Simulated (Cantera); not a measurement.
## Gas-phase reforming

An isothermal, constant-pressure homogeneous reactor starts with CH4 : H2O : H2 = 1 : 0.41 : 0.18 (molar parts), at 1700 K and 10.0 bar.

Model: GRI-Mech 3.0 (53 species, 325 reactions), integrated in Cantera. GRI-Mech 3.0 stops at C3 and has no aromatics, soot or wall deposition, so with more carbon than oxygen in the feed, carbon stays in small species such as C2H2 where larger ones or solid carbon would form.

```json
[
 {"t (s)": "0.000200", "x CH4": "0.584", "x H2O": "0.253", "x H2": "0.145", "x CH2O": "8.66e-6", "x CO": "7.83e-5", "x O2": "5.14e-12", "x CH2": "5.05e-8"},
 {"t (s)": "0.000478", "x CH4": "0.526", "x H2O": "0.245", "x H2": "0.193", "x CH2O": "7.08e-6", "x CO": "0.000237", "x O2": "7.58e-12", "x CH2": "4.48e-8"},
 {"t (s)": "0.00114", "x CH4": "0.428", "x H2O": "0.229", "x H2": "0.277", "x CH2O": "4.75e-6", "x CO": "0.000630", "x O2": "5.22e-12", "x CH2": "3.87e-8"},
 {"t (s)": "0.00274", "x CH4": "0.310", "x H2O": "0.209", "x H2": "0.379", "x CH2O": "2.83e-6", "x CO": "0.00168", "x O2": "2.79e-12", "x CH2": "3.41e-8"},
 {"t (s)": "0.00654", "x CH4": "0.208", "x H2O": "0.190", "x H2": "0.466", "x CH2O": "1.68e-6", "x CO": "0.00441", "x O2": "1.84e-12", "x CH2": "3.14e-8"},
 {"t (s)": "0.0156", "x CH4": "0.164", "x H2O": "0.174", "x H2": "0.510", "x CH2O": "1.23e-6", "x CO": "0.0112", "x O2": "1.50e-12", "x CH2": "2.96e-8"},
 {"t (s)": "0.0374", "x CH4": "0.159", "x H2O": "0.154", "x H2": "0.529", "x CH2O": "1.04e-6", "x CO": "0.0256", "x O2": "1.17e-12", "x CH2": "2.63e-8"},
 {"t (s)": "0.0894", "x CH4": "0.157", "x H2O": "0.121", "x H2": "0.555", "x CH2O": "8.23e-7", "x CO": "0.0511", "x O2": "<1e-12", "x CH2": "2.13e-8"},
 {"t (s)": "0.214", "x CH4": "0.152", "x H2O": "0.0784", "x H2": "0.592", "x CH2O": "6.11e-7", "x CO": "0.0862", "x O2": "<1e-12", "x CH2": "1.60e-8"},
 {"t (s)": "0.511", "x CH4": "0.143", "x H2O": "0.0378", "x H2": "0.629", "x CH2O": "4.85e-7", "x CO": "0.122", "x O2": "<1e-12", "x CH2": "1.20e-8"},
 {"t (s)": "1.22", "x CH4": "0.134", "x H2O": "0.0108", "x H2": "0.655", "x CH2O": "4.45e-7", "x CO": "0.146", "x O2": "<1e-12", "x CH2": "9.77e-9"},
 {"t (s)": "2.92", "x CH4": "0.130", "x H2O": "0.000913", "x H2": "0.666", "x CH2O": "4.39e-7", "x CO": "0.155", "x O2": "<1e-12", "x CH2": "9.05e-9"},
 {"t (s)": "6.99", "x CH4": "0.130", "x H2O": "2.10e-5", "x H2": "0.666", "x CH2O": "4.38e-7", "x CO": "0.156", "x O2": "<1e-12", "x CH2": "8.98e-9"},
 {"t (s)": "16.7", "x CH4": "0.130", "x H2O": "1.80e-5", "x H2": "0.666", "x CH2O": "4.38e-7", "x CO": "0.156", "x O2": "<1e-12", "x CH2": "8.98e-9"},
 {"t (s)": "40.0", "x CH4": "0.130", "x H2O": "1.80e-5", "x H2": "0.666", "x CH2O": "4.38e-7", "x CO": "0.156", "x O2": "<1e-12", "x CH2": "8.98e-9"}
]
```
x: mole fraction; the columns are a selection and need not sum to one.

Equilibrium at this temperature and pressure: CH4 0.130, H2O 1.84e-5, H2 0.666, CH2O 4.38e-7, CO 0.156, O2 <1e-12, CH2 8.99e-9 (gas phase only).
